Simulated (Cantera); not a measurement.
Input (Python, Cantera):

```python
import numpy as np
import cantera as ct

gas = ct.Solution("gri30.yaml")
gas.TPX = 950, 1000000, {'CO': 0.017, 'O2': 0.012, 'H2O': 0.00022, 'N2': 1}
reactor = ct.IdealGasConstPressureReactor(gas, energy="off", clone=False)
net = ct.ReactorNet([reactor])
net.rtol, net.atol = 1e-08, 1e-18
show = ['CO', 'O2', 'H2O', 'H2', 'H2O2', 'NO']
times = np.geomspace(9e-05, 100, 10)

steps = ct.SolutionArray(gas, extra=["t"])
rows = []
print(f"{'t/s':>10s}{'T/K':>9s}{'P/Pa':>11s}" + "".join(f"{s:>11s}" for s in show))
for t in times:
    while net.time < t:
        t_next = net.step()
        steps.append(gas.state, t=t_next)
    rows.append([np.interp(t, steps.t, y) for y in (steps.T, steps.P, *steps(*show).X.T)])
    print(f"{t:10.3e}{rows[-1][0]:9.1f}{rows[-1][1]:11.4g}" + "".join(f"{x:11.3e}" for x in rows[-1][2:]))
rate = np.gradient(steps.T, steps.t)
print("integrator steps:", len(steps.t))
if steps.T.max() > steps.T[0] + 200:
    print(f"time of steepest temperature rise: {steps.t[rate.argmax()]:.4e} s")
gas.TPX = 950, 1000000, {'CO': 0.017, 'O2': 0.012, 'H2O': 0.00022, 'N2': 1}
gas.equilibrate("TP")
print(f"equilibrium (TP): T = {gas.T:.1f} K  " + "  ".join(f"{s} {gas[s].X[0]:.3e}" for s in show))
```

Result:

```
       t/s      T/K       P/Pa         CO         O2        H2O         H2       H2O2         NO
 9.000e-05    950.0      1e+06  1.652e-02  1.166e-02  2.138e-04  7.986e-18  1.883e-20  2.117e-22
 4.227e-04    950.0      1e+06  1.652e-02  1.166e-02  2.138e-04  1.129e-16  1.306e-18  2.596e-21
 1.985e-03    950.0      1e+06  1.652e-02  1.166e-02  2.138e-04  1.219e-15  5.130e-17  1.928e-20
 9.322e-03    950.0      1e+06  1.652e-02  1.166e-02  2.138e-04  1.856e-14  1.788e-15  1.794e-19
 4.378e-02    950.0      1e+06  1.652e-02  1.166e-02  2.138e-04  3.743e-13  5.633e-14  2.886e-18
 2.056e-01    950.0      1e+06  1.652e-02  1.166e-02  2.138e-04  8.779e-12  1.514e-12  6.119e-17
 9.655e-01    950.0      1e+06  1.651e-02  1.165e-02  2.138e-04  2.914e-10  4.976e-11  1.092e-15
 4.534e+00    950.0      1e+06  1.628e-02  1.154e-02  2.137e-04  1.417e-08  7.898e-10  1.379e-14
 2.129e+01    950.0      1e+06  1.480e-02  1.081e-02  2.138e-04  1.125e-07  9.437e-10  3.400e-13
 1.000e+02    950.0      1e+06  9.244e-03  8.035e-03  2.142e-04  2.831e-07  1.045e-09  5.658e-12
integrator steps: 438
equilibrium (TP): T = 950.0 K  CO 9.208e-13  O2 3.428e-03  H2O 2.155e-04  H2 2.135e-14  H2O2 5.731e-14  NO 2.513e-06
```

Model: GRI-Mech 3.0 (53 species, 325 reactions), integrated in Cantera.
